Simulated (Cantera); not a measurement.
A freely propagating, adiabatic, planar premixed flame of CO : H₂ : CH₄ : O₂ : N₂ = 1 : 0.18 : 0.17 : 0.845 : 3.18 (molar parts), equivalence ratio 1.1, unburnt at 598 K and 480 Torr; mixture-averaged transport, grid criteria slope 0.08 and curve 0.16, no radiation.

Detailed kinetics in Cantera: GRI-Mech 3.0 (53 species, 325 reactions). Burning velocities carry a grid error of a few per cent, more on coarse grids.

Q: How do the results move with these cheaper or finer settings: unity-Lewis-number transport; multicomponent transport; multicomponent+Soret transport; grid criteria slope 0.5, curve 1; grid criteria slope 0.25, curve 0.5; grid criteria slope 0.03, curve 0.06?

A: 
```tsv
setting	laminar burning velocity	thermal thickness	peak x(C₂H)	peak x(CH₂O)	grid points
as above	249 cm/s	0.579 mm	<1e-8	0.000371	166
unity-Lewis-number transport	166 cm/s	0.575 mm	<1e-8	0.000304	150
multicomponent transport	248 cm/s	0.581 mm	<1e-8	0.000369	166
multicomponent+Soret transport	241 cm/s	0.580 mm	<1e-8	0.000364	166
grid criteria slope 0.5, curve 1	269 cm/s	0.678 mm	<1e-8	0.000358	49
grid criteria slope 0.25, curve 0.5	259 cm/s	0.625 mm	<1e-8	0.000363	76
grid criteria slope 0.03, curve 0.06	247 cm/s	0.569 mm	<1e-8	0.000373	373
```
The base run took about 14 core-seconds (a rough figure).
Unity Lewis numbers drop preferential diffusion, which matters most where H2 and H carry the flame; Soret adds thermal diffusion.
